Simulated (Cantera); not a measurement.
Gas mixture: 100 % N2O, at 82.5 Torr, frozen composition.

Cantera's kinetic-theory transport with the Lennard-Jones parameters of GRI-Mech 3.0, ideal gas; thermal conductivity in the multicomponent form. The composition is frozen, though it would react at the higher temperatures.

One state of this run: ρ (kg/m³) = 0.0402; cp (J/kg/K) = 1334; μ (µPa s) = 51.7; λ (mW/m/K) = 93.8; Pr = 0.736; D (cm²/s) H2O = 28.9; D (cm²/s) CO2 = 17.3; D (cm²/s) CH4 = 24.9. D: mixture-averaged diffusion coefficient of that species in the mixture.

**Question.** Which value of T (K) does it belong to?
A. 1150
B. 850
C. 400
D. 1450

**Answer.** D, 1450
